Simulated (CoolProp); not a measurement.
Properties of carbonyl sulfide at several states (Tc = 105.6 °C, pc = 6369 kPa, ω = 0.098).

The numbers come from the reference Helmholtz-energy equation of state, Lemmon 2006 in CoolProp. It is a short technical equation, of lower accuracy than the large ones.

```csv
T (°C),p (kPa),phase,density (kg/m³),cv (kJ/(kg K)),speed of sound (m/s),expansivity (1/kK),fugacity coefficient
306.45,908,gas,11.45,0.7093,307.7,1.802,0.9885
53.45,6050,liquid,922.7,(withheld),579.1,3.709,0.3516
271.65,34900,supercritical,562.9,(withheld),407.4,(withheld),0.6550
```

Question: Some entries are withheld; supply them.

Answer: 
- 53.45, cv (kJ/(kg K)): 0.7158
- 271.65, cv (kJ/(kg K)): 0.7595
- 271.65, expansivity (1/kK): 3.153
